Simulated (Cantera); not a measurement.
Feed: 1 mol SiCl4, 17 mol N2, 1.6 mol H2, at 1225 K and 3.30 mbar.

Equilibrium computed with Cantera from the NASA thermochemical tables; the gas is ideal and each condensed phase is pure. Candidate condensed phases: NH4Cl, Si, Si3N4; 28 gas species. N2 is the only nitrogen source here; it is nearly inert below about 1500 K, so the nitride shown seldom forms there in practice. The tables' values for SiCl3 are old estimates; treat these amounts as uncertain. Rates play no part.

Base state: N2 0.837, HCl 0.124, H2 0.0185, SiCl4 0.0171, SiCl3 0.00186, SiCl2 0.00160, SiHCl3 7.94e-5 (mole fractions); condensed: Si3N4(s).

### Question
What changes in the equilibrium state with this change: SiCl4 replaced by SiH4?

### Answer
```
species         before  after
-------------  -------  -----
N2               0.837  0.819
H2              0.0185  0.181
HCl              0.124      0
SiCl4           0.0171      0
SiCl3          0.00186      0
SiCl2          0.00160      0
SiHCl3         7.94e-5      0
Si3N4(s), mol    0.197  0.333
```

### Question
What changes in the equilibrium state with this change: temperature from 1225 K to 1350 K?

### Answer
| species | before | after |
|---|---|---|
| N2 | 0.837 | 0.832 |
| HCl | 0.124 | 0.119 |
| H2 | 0.0185 | 0.0203 |
| SiCl2 | 0.00160 | 0.0146 |
| SiCl4 | 0.0171 | 0.00892 |
| Cl | 4.27e-6 | 2.88e-5 |
| SiCl3 | 0.00186 | 0.00511 |
| SiHCl3 | 7.94e-5 | 8.73e-5 |
| Si3N4(s), mol | 0.197 | 0.141 |

### Question
What changes in the equilibrium state with this change: pressure from 3.30 mbar to 0.100 bar?

### Answer
```csv
species,before,after
N2,0.837,0.840
HCl,0.124,0.113
H2,0.0185,0.0241
SiCl4,0.0171,0.0216
SiCl2,0.00160,0.000105
SiCl3,0.00186,0.000535
SiHCl3,7.94e-5,0.000144
"Si3N4(s), mol",0.197,0.185
```
